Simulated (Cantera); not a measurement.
## Adiabatic ignition

An adiabatic, constant-pressure homogeneous reactor starts with 5.81 % CH₃OH, 19.8 % O₂, 74.4 % N₂, equivalence ratio 0.44, at 1625 K and 240 Torr.

Computed with Cantera and GRI-Mech 3.0 (53 species, 325 reactions). GRI-Mech 3.0 was tuned for natural gas; its chemistry of methanol as a main component is partial and can be far from experiment.

```csv
t (s),T (K),x CH₃OH,x O₂,x HO₂,x C₂H₂,x C₂H₄,x O
2.00e-6,1625,0.0581,0.198,5.87e-6,7.50e-12,8.80e-11,1.99e-7
5.02e-6,1625,0.0580,0.198,2.31e-5,2.16e-11,6.27e-10,2.44e-7
1.26e-5,1625,0.0579,0.198,6.99e-5,5.76e-11,5.21e-9,2.70e-7
3.17e-5,1625,0.0576,0.198,0.000199,1.65e-10,4.41e-8,3.67e-7
7.96e-5,1626,0.0562,0.197,0.000567,7.34e-10,1.90e-7,7.80e-7
0.000200,1661,0.0431,0.188,0.00162,6.66e-9,3.38e-7,4.24e-6
0.000502,2103,<1e-12,0.104,4.20e-6,<1e-12,<1e-12,0.0207
0.00126,2281,<1e-12,0.105,3.34e-6,<1e-12,<1e-12,0.0125
0.00317,2403,<1e-12,0.105,4.66e-6,<1e-12,<1e-12,0.00682
0.00796,2425,<1e-12,0.104,5.26e-6,<1e-12,<1e-12,0.00573
0.0200,2422,<1e-12,0.103,5.18e-6,<1e-12,<1e-12,0.00559
0.0502,2417,<1e-12,0.101,5.03e-6,<1e-12,<1e-12,0.00537
0.126,2412,<1e-12,0.0996,4.91e-6,<1e-12,<1e-12,0.00519
0.317,2411,<1e-12,0.0993,4.89e-6,<1e-12,<1e-12,0.00516
0.796,2411,<1e-12,0.0993,4.89e-6,<1e-12,<1e-12,0.00516
2.00,2411,<1e-12,0.0993,4.89e-6,<1e-12,<1e-12,0.00516
```
x: mole fraction; the columns are a selection and need not sum to one.

```
Quantity                                                            Result
---------------------------------  ---------------------------------------
time of steepest temperature rise                                 0.338 ms
temperature at 2.00 s                                               2411 K
equilibrium temperature                                             2411 K
x(CH₃OH) at 2.00 s                   <1e-12 (gas-phase equilibrium <1e-12)
x(O₂) at 2.00 s                      0.0993 (gas-phase equilibrium 0.0993)
x(HO₂) at 2.00 s                   4.89e-6 (gas-phase equilibrium 4.89e-6)
```
